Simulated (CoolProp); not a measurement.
Model: reference Helmholtz-energy equation of state, Zhou 2011, in CoolProp.

Task: For dimethyl carbonate, give the phase and the cp (kJ/(kg K)) at 467 K and 1.01 bar; 477.8 K and 1.01 bar.

Result: 
- 467 K and 1.01 bar: gas; cp 1.61
- 477.8 K and 1.01 bar: gas; cp 1.63
